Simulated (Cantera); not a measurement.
Cantera run:

```python
import numpy as np
import cantera as ct

gas_names = """
    C CH CH2 CH3 CH2OH CH3O CH4 CH3OH CO CO2 COOH C2 C2H CHCO,ketyl C2H2,acetylene C2H2,vinylidene
    CH2CO,ketene C2H3,vinyl CH3CO,acetyl C2H4 C2H4O,ethylen CH3CHO,ethanal CH3COOH (HCOOH)2 C2H5 C2H6
    CH3OCH3 C2H5OH C2O C3 C3H3,propargyl C3H4,allene C3H4,propyne C3H4,cyclo- C3H5,allyl C3H6,propylene
    C3H6,cyclo- C3H6O C3H7,n-propyl C3H7,i-propyl C3H8 C3H8O,1propanol C3H8O,2propanol C3O2 C4 C4H2
    C4H4,1,3-cyclo- C4H6,butadiene C4H6,2-butyne C4H6,cyclo- C4H8,1-butene C4H8,cis2-buten
    C4H8,tr2-butene C4H8,isobutene C4H8,cyclo- (CH3COOH)2 C4H9,n-butyl C4H9,i-butyl C4H9,s-butyl
    C4H9,t-butyl C4H10,isobutane C4H10,n-butane C5 C5H6,1,3cyclo- C5H8,cyclo- C5H10,1-pentene
    C5H10,cyclo- C5H11,pentyl C5H11,t-pentyl C5H12,n-pentane C5H12,i-pentane CH3C(CH3)2CH3 C6H2
    C6H5,phenyl C6H5O,phenoxy C6H6 C6H5OH,phenol C6H10,cyclo- C6H12,1-hexene C6H12,cyclo- C6H13,n-hexyl
    C7H7,benzyl C7H8 C7H8O,cresol C7H14,1-heptene C7H15,n-heptyl C7H16,n-heptane C8H8,styrene
    C8H10,ethylbenz C8H16,1-octene C8H17,n-octyl C8H18,isooctane C8H18,n-octane C9H19,n-nonyl
    C10H8,naphthale C10H21,n-decyl C12H9,o-bipheny C12H10,bipheny H HCO HO2 H2 HCHO,formaldehy HCOOH H2O
    H2O2 Mg MgH MgO MgOH MgO2H2 Mg2 O OH O2 O3
""".split()
cond_names = """
    C(gr) C6H6(L) C7H8(L) C8H18(L),n-octa H2O(s) H2O(L) Mg(cr) Mg(L) MgCO3(s) MgO(s) MgO(L) MgO2H2(s)
""".split()


def load(file, names, dense=False):
    # The tables refer to 1 bar. Condensed volumes are neglected.
    table = {s.name: s for s in ct.Species.list_from_file(file)}
    out = []
    for n in names:
        d = dict(table[n].input_data)
        d["thermo"] = dict(d["thermo"], **{"reference-pressure": 1e5})
        if dense:
            d["equation-of-state"] = {"model": "constant-volume", "density": "1e6 g/cm^3"}
        out.append(ct.Species.from_dict(d))
    return out


gas = ct.Solution(thermo="ideal-gas", species=load("nasa_gas.yaml", gas_names))
cond = {s.name: ct.Solution(thermo="fixed-stoichiometry", species=[s], name=s.name)
        for s in load("nasa_condensed.yaml", cond_names, dense=True)}
atoms = {
    'MgCO3': {'Mg': 1, 'C': 1, 'O': 3},
    'H2': {'H': 2},
    'CO2': {'C': 1, 'O': 2},
}
top_T = {'C(gr)': 4500}  # K; cautious upper limits of use, not melting points


def equilibrate(T, P, feed):
    n = {}
    for name, mol in feed.items():
        for a, k in atoms[name].items():
            n[a] = n.get(a, 0.0) + k * mol
    gas.TPX = T, P, n
    mass = sum(n.values()) * gas.mean_molecular_weight
    gas.equilibrate("TP")
    valid = [c for c in cond.values() if c.min_temp <= T <= top_T.get(c.name, c.max_temp)]
    mix = ct.Mixture([(gas, mass / gas.mean_molecular_weight)] + [(c, 0.0) for c in valid])
    mix.T, mix.P = T, P
    mix.equilibrate("TP", solver="vcs", rtol=1e-11, max_steps=5000)
    return mix


results = []
feed = {'MgCO3': 1, 'H2': 4, 'CO2': 0.06}  # mol
P = 15000  # Pa
for T in [1450, 1500, 1550, 1600, 1650, 1700, 1750, 1800, 1850, 1900, 1950, 2000, 2050, 2100]:
    mix = equilibrate(T, P, feed)
    results.append((T, P, feed, dict(zip(mix.species_names, mix.species_moles))))

top = {s: max(r[3][s] / sum(r[3][g] for g in gas_names) for r in results) for s in gas_names}
cols = sorted((s for s in top if top[s] > 1e-06), key=lambda s: -top[s])[:5]
seen = [c for c in cond_names if any(r[3].get(c, 0) > 1e-12 for r in results)]
print("log10 of partial pressures in bar; condensed amounts in mol")
print(f"{'T/K':>10s}" + "".join(f"{s[:9]:>10s}" for s in cols + seen))
for T, P, feed, n in results:
    ng = sum(n[g] for g in gas_names)
    print(f"{T:10.4g}" + "".join(f"{np.log10(max(n[s] / ng * P / 1e5, 1e-99)):10.3f}" for s in cols)
          + "".join(f"{n.get(c, 0):10.4g}" for c in seen))
```

It prints:

```
log10 of partial pressures in bar; condensed amounts in mol
       T/K        H2       H2O        CO       CO2         H    MgO(s)
      1450    -1.042    -1.555    -1.555    -2.445    -5.545         1
      1500    -1.043    -1.552    -1.552    -2.473    -5.276         1
      1550    -1.044    -1.549    -1.549    -2.500    -5.024         1
      1600    -1.045    -1.546    -1.546    -2.525    -4.787         1
      1650    -1.046    -1.544    -1.544    -2.548    -4.565         1
      1700    -1.047    -1.542    -1.542    -2.570    -4.355         1
      1750    -1.047    -1.540    -1.540    -2.591    -4.157         1
      1800    -1.048    -1.538    -1.538    -2.610    -3.970    0.9999
      1850    -1.049    -1.537    -1.537    -2.629    -3.793    0.9998
      1900    -1.050    -1.536    -1.536    -2.646    -3.625    0.9996
      1950    -1.050    -1.534    -1.535    -2.662    -3.466    0.9992
      2000    -1.052    -1.533    -1.534    -2.677    -3.315    0.9983
      2050    -1.053    -1.532    -1.533    -2.691    -3.171    0.9966
      2100    -1.055    -1.531    -1.533    -2.703    -3.034    0.9936
```

Equilibrium computed with Cantera from the NASA thermochemical tables; the gas is ideal and each condensed phase is pure.
